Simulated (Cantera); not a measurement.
An isothermal, constant-pressure homogeneous reactor starts with NO : N₂ = 1 : 2.9 (molar parts), at 1800 K and 20.0 Torr. Integrator tolerance rtol = 1e-08.

Computed with Cantera and GRI-Mech 3.0 (53 species, 325 reactions). Radical loss at walls, strong at low pressure, is not modelled.

Problem. What does this change do: 0.33 parts H2O added?

Solution. 
```csv
quantity,before,after
x(NO) at 70.0 s,0.172 (gas-phase equilibrium 0.00340),0.145 (gas-phase equilibrium 0.00313)
x(O₂) at 70.0 s,0.0421 (gas-phase equilibrium 0.126),0.0451 (gas-phase equilibrium 0.116)
x(N₂O) at 70.0 s,9.99e-6 (gas-phase equilibrium 3.35e-8),3.93e-6 (gas-phase equilibrium 2.96e-8)
x(NO₂) at 70.0 s,3.11e-5 (gas-phase equilibrium 1.08e-6),2.73e-5 (gas-phase equilibrium 9.52e-7)
x(N₂) at 70.0 s,0.786 (gas-phase equilibrium 0.870),0.731 (gas-phase equilibrium 0.802)
x(O) at 70.0 s,0.000162 (gas-phase equilibrium 0.000267),0.000162 (gas-phase equilibrium 0.000256)
```
